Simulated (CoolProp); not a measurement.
Model: reference Helmholtz-energy equation of state, Lemmon 2006, in CoolProp. It is a short technical equation, of lower accuracy than the large ones.

Question: For carbonyl sulfide, give the phase and the density (kg/m³), cp (kJ/(kg K)), cv (kJ/(kg K)), isothermal compressibility (1/MPa) at 240.7 K and 1360 kPa.

Answer: 
- 240.7 K and 1360 kPa: liquid; density 1140, cp 1.20, cv 0.703, isothermal compressibility 0.00164
